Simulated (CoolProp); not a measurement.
The fluid at 293.15 K and 0.245 MPa flows at 1.1 m/s in a round tube of 1 mm bore and 1.5 µm roughness, fully developed (64/Re and Nu = 3.66 if laminar; Colebrook and Gnielinski if turbulent). The same conditions are run with several fluids, on thermodynamics alone (safety and materials aside).

Computed with CoolProp (reference Helmholtz-energy equation of state of each fluid (methane: Setzmann 1991; ethane: Bücker 2006; R143a: Lemmon and Jacobsen 2000; R404A: Lemmon 2003; R407C: Lemmon 2003)). Blends and air are pseudo-pure fits.

```json
[
 {"fluid": "methane", "Reynolds number": "___", "Darcy friction factor": "0.397", "pressure drop (Pa/m)": "___", "heat-transfer coefficient (W/(m² K))": "___", "mass flow (kg/h)": "___"},
 {"fluid": "ethane", "Reynolds number": "367", "Darcy friction factor": "0.174", "pressure drop (Pa/m)": "325", "heat-transfer coefficient (W/(m² K))": "___", "mass flow (kg/h)": "0.00959"},
 {"fluid": "R143a", "Reynolds number": "887", "Darcy friction factor": "0.0721", "pressure drop (Pa/m)": "386", "heat-transfer coefficient (W/(m² K))": "53.1", "mass flow (kg/h)": "0.0275"},
 {"fluid": "R404A", "Reynolds number": "937", "Darcy friction factor": "___", "pressure drop (Pa/m)": "424", "heat-transfer coefficient (W/(m² K))": "48.6", "mass flow (kg/h)": "___"},
 {"fluid": "R407C", "Reynolds number": "___", "Darcy friction factor": "0.0774", "pressure drop (Pa/m)": "424", "heat-transfer coefficient (W/(m² K))": "47.6", "mass flow (kg/h)": "0.0281"}
]
```

Question: Some entries are withheld; supply them.

Answer: 
- methane, Reynolds number: 161
- methane, pressure drop (Pa/m): 389
- methane, heat-transfer coefficient (W/(m² K)): 123
- methane, mass flow (kg/h): 0.00504
- ethane, heat-transfer coefficient (W/(m² K)): 75.0
- R404A, Darcy friction factor: 0.0683
- R404A, mass flow (kg/h): 0.0319
- R407C, Reynolds number: 827

Transport values come from each fluid's own correlations; those of R143a are estimates that may be off by 10 % or more.
